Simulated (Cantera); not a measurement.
**N2O furnace oxynitridation**

An isothermal, constant-pressure homogeneous reactor starts with N2O : H2O = 1 : 0.018 (molar parts), at 1250 K and 0.868 atm.

Detailed kinetics in Cantera: GRI-Mech 3.0 (53 species, 325 reactions). GRI-Mech 3.0 was tuned for natural gas; its chemistry of N2O as a main component is partial and can be far from experiment. The mechanism lacks the step 2 NO + O2 → 2 NO2, which can matter for NO2 below about 1400 K. The temperature is held fixed by assumption; the heat of reaction is taken as removed at once.

```
t (s)       x N2O   x H2O     x OH       x H    x HO2     x H2
--------  -------  ------  -------  --------  -------  -------
0.000800    0.981  0.0177  8.81e-6   2.67e-9  5.20e-6  2.78e-8
0.00168     0.979  0.0177  1.16e-5   3.21e-9  4.73e-6  6.05e-8
0.00354     0.975  0.0176  1.38e-5   3.46e-9  3.60e-6  8.81e-8
0.00744     0.967  0.0176  1.60e-5   3.56e-9  2.65e-6  8.23e-8
0.0157      0.951  0.0175  1.80e-5   3.52e-9  1.85e-6  5.42e-8
0.0329      0.918  0.0173  1.98e-5   3.46e-9  1.18e-6  3.84e-8
0.0693      0.854  0.0169  2.11e-5   3.43e-9  6.81e-7  3.14e-8
0.146       0.740  0.0162  2.14e-5   3.34e-9  3.68e-7  2.75e-8
0.307       0.561  0.0152  2.04e-5   3.08e-9  1.93e-7  2.43e-8
0.645       0.340  0.0139  1.79e-5   2.48e-9  1.02e-7  2.01e-8
1.36        0.146  0.0127  1.38e-5   1.41e-9  5.46e-8  1.35e-8
2.85       0.0370  0.0121  8.25e-6  3.70e-10  2.75e-8  5.62e-9
6.00      0.00355  0.0119  3.41e-6  3.72e-11  1.26e-8  1.34e-9
```
x: mole fraction; the columns are a selection and need not sum to one.

Equilibrium at this temperature and pressure: N2O 1.90e-8, H2O 0.0119, OH 2.29e-6, H 1.43e-11, HO2 1.07e-8, H2 7.65e-10 (gas phase only).
